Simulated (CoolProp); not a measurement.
Model: reference Helmholtz-energy equation of state, Zhou 2014, in CoolProp.

Task: For cyclohexane, give the phase and the density (kg/m³), viscosity (µPa s) at 346.85 °C and 15.2 bar.

Result: 
- 346.85 °C and 15.2 bar: gas; density 27.4, viscosity 14.2

Viscosity comes from a separate model (Tariq 2014).
